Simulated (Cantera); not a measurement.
Charge: 1 mol Cu, 0.3 mol H2O, 270 mol N2, 0.73 mol NH3, equilibrated at 10.0 Torr.

Cantera equilibrium calculation (NASA polynomials, part measured and part estimated; ideal gas, pure solids and liquids). Candidate condensed phases: Cu, CuO, Cu(OH)2, Cu2O, H2O; 27 gas species. Rates play no part.

Question: Which condensed phases are stable at each of these points (T (K)): 1298, 1348, 1398, 1448, 1498, 1548, 1598, 1648, 1698?

Answer: 
```csv
T (K),condensed phases,Cu condensed (%)
1298,Cu(s),99.7
1348,Cu(s),99.0
1398,Cu(l),97.4
1448,Cu(l),93.2
1498,Cu(l),83.8
1548,Cu(l),63.2
1598,Cu(l),21.0
1648,gas only,0.0
1698,gas only,0.0
```

From 1298 K to 1348 K the condensed part is Cu(s). From 1398 K to 1598 K the condensed part is Cu(l). From 1648 K to 1698 K nothing is condensed.
